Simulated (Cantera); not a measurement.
A closed system holds: 1 mol SiH4, 0.54 mol O2, held at 1300 Pa.

Equilibrium computed with Cantera from the NASA thermochemical tables; the gas is ideal and each condensed phase is pure. Candidate condensed phases: H2O, Si, SiO2; 18 gas species. Mutual solubility and eutectic melting of coexisting phases are not modelled. The tables hold silica as quartz up to 1696 K and as liquid above; real silica turns to tridymite and cristobalite and melts near 1996 K. Kinetics and transport are ignored.

Task: Which condensed phases are stable at each of these points (T (°C)): 502, 552, 602, 652, 702, 752, 802, 852, 902, 952?

Result: 
```csv
T (°C),condensed phases,Si condensed (%)
502,Si(s) + SiO2(α-quartz),100.0
552,Si(s) + SiO2(α-quartz),100.0
602,Si(s) + SiO2(β-quartz),100.0
652,Si(s) + SiO2(β-quartz),100.0
702,Si(s) + SiO2(β-quartz),100.0
752,Si(s) + SiO2(β-quartz),100.0
802,Si(s) + SiO2(β-quartz),100.0
852,Si(s) + SiO2(β-quartz),100.0
902,Si(s) + SiO2(β-quartz),100.0
952,Si(s) + SiO2(β-quartz),100.0
```

From 502 °C to 552 °C the condensed part is Si(s) + SiO2(α-quartz). From 602 °C to 952 °C the condensed part is Si(s) + SiO2(β-quartz).
